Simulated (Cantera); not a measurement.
An isothermal, constant-pressure homogeneous reactor starts with C2H6 : O2 : N2 : H2O = 0.0057 : 0.021 : 1 : 0.02 (molar parts), at 1298 K and 500000 Pa.

Cantera simulation using GRI-Mech 3.0 (53 species, 325 reactions); the numbers are that mechanism's predictions, not measurements. The temperature is held fixed by assumption; the heat of reaction is taken as removed at once.

One state of this run: x C2H6 = 0.00531; x O2 = 0.0200; x H2O = 0.0191; x HCN = <1e-12; x CH4 = 5.95e-6; x NO2 = <1e-12. x: mole fraction; the columns are a selection and need not sum to one.

### Question
Which value of t (s) does it belong to?
A. 7.38
B. 30.0
C. 9.91e-5
D. 0.00164

### Answer
C, 9.91e-5
